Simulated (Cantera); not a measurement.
Ignition delay

Mixture: 32.2 % CO, 13.5 % H₂, 11.4 % O₂, 42.8 % N₂, at 9.87 atm, adiabatic and at constant pressure. Ignition delay is the time to a rise of 400 K.

Computed with Cantera and GRI-Mech 3.0 (53 species, 325 reactions). The hydrogen kinetics of GRI-Mech 3.0 are dated; newer H2 mechanisms differ, most at raised pressure. Where the delays flatten at high temperature, the 400 K rule measures the pace of heat release, not the induction time.

| T0 (K) | delay (ms) |
|---|---|
| 975 | 4.30 |
| 1075 | 0.394 |
| 1175 | 0.0401 |
| 1275 | 0.00830 |
| 1375 | 0.00385 |
| 1475 | 0.00242 |
| 1575 | 0.00175 |
| 1675 | 0.00138 |
| 1775 | 0.00116 |
| 1875 | 0.00103 |
